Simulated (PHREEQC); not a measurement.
# Leach liquor: an equilibrium model

Make-up at 80 °C: 0.056 mol HCl, 0.0024 mol ZnSO4 and 0.0039 mol NiSO4 per kg of water. Closed to the air; pH follows from the charge balance.

Computed with PHREEQC (ion-association model, wateq4f.dat).

Each row changes one thing in this solution. No solid was allowed to form.

```tsv
case	pH	ionic strength (mol/kgw)	HSO4- (mol/kgw)	Zn+2 (mol/kgw)	ZnCl+ (mol/kgw)	SO4-2 (mol/kgw)	SI of Morenosite (NiSO4:7H2O)	SI of Goslarite (ZnSO4:7H2O)
as made	1.38	0.0676	0.00547	0.00158	0.000734	0.000670	-4.44	-5.20
0.0011 mol/kgw Na2B4O7 added	1.40	0.0677	[?]	0.00158	0.000734	0.000696	-4.42	[?]
NiSO4 from 0.0039 to 0.00429 mol/kgw	1.38	0.0684	0.00580	0.00158	0.000731	0.000717	-4.37	-5.18
temperature from 80 to 75 °C	1.38	0.0679	[?]	0.00165	0.000660	0.000751	[?]	-5.10
temperature from 80 to 50 °C	1.37	0.0694	0.00477	0.00193	0.000339	0.00125	[?]	-4.62
```

Question: What belongs in the gaps?

Answer: 
- 0.0011 mol/kgw Na2B4O7 added, HSO4- (mol/kgw): 0.00544
- 0.0011 mol/kgw Na2B4O7 added, SI of Goslarite (ZnSO4:7H2O): -5.19
- temperature from 80 to 75 °C, HSO4- (mol/kgw): 0.00537
- temperature from 80 to 75 °C, SI of Morenosite (NiSO4:7H2O): -4.36
- temperature from 80 to 50 °C, SI of Morenosite (NiSO4:7H2O): -3.97

Complexes and solids missing from the database can't appear. At this temperature some constants are extrapolated from 25 °C, and those without enthalpy data are left unchanged.
